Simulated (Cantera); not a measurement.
Adiabatic ignition

An adiabatic, constant-volume homogeneous reactor starts with 18.2 % CO, 1.66 % H2, 16.8 % O2, 63.3 % N2, at 1700 K and 100000 Pa.

Computed with Cantera and GRI-Mech 3.0 (53 species, 325 reactions).

| t (s) | T (K) | P (bar) | x CO | x H2 | x O2 | x NO | x NO2 | x HO2 |
|---|---|---|---|---|---|---|---|---|
| 3.00e-6 | 1700 | 1.000 | 0.182 | 0.0166 | 0.168 | <1e-12 | <1e-12 | 3.60e-7 |
| 1.18e-5 | 1700 | 1.00 | 0.182 | 0.0162 | 0.168 | 1.08e-10 | <1e-12 | 4.89e-6 |
| 4.68e-5 | 1882 | 1.10 | 0.124 | 0.00111 | 0.113 | 9.72e-6 | 5.63e-9 | 1.12e-5 |
| 0.000185 | 2423 | 1.37 | 0.0832 | 0.00113 | 0.0978 | 0.000393 | 2.17e-7 | 4.32e-6 |
| 0.000729 | 2799 | 1.55 | 0.0591 | 0.000733 | 0.0908 | 0.00766 | 4.21e-6 | 5.74e-6 |
| 0.00288 | 2797 | 1.54 | 0.0572 | 0.000718 | 0.0847 | 0.0200 | 1.06e-5 | 5.56e-6 |
| 0.0114 | 2796 | 1.54 | 0.0571 | 0.000718 | 0.0840 | 0.0213 | 1.13e-5 | 5.52e-6 |
| 0.0449 | 2796 | 1.54 | 0.0571 | 0.000718 | 0.0840 | 0.0213 | 1.13e-5 | 5.52e-6 |
| 0.177 | 2796 | 1.54 | 0.0571 | 0.000718 | 0.0840 | 0.0213 | 1.13e-5 | 5.52e-6 |
| 0.700 | 2796 | 1.54 | 0.0571 | 0.000718 | 0.0840 | 0.0213 | 1.13e-5 | 5.52e-6 |
x: mole fraction; the columns are a selection and need not sum to one.

| Property | Value |
|---|---|
| time of steepest temperature rise | 44.1 µs |
| temperature at 0.700 s | 2796 K |
| equilibrium temperature | 2796 K |
| x(CO) at 0.700 s | 0.0571 (gas-phase equilibrium 0.0571) |
| x(H2) at 0.700 s | 0.000718 (gas-phase equilibrium 0.000718) |
| x(O2) at 0.700 s | 0.0840 (gas-phase equilibrium 0.0840) |
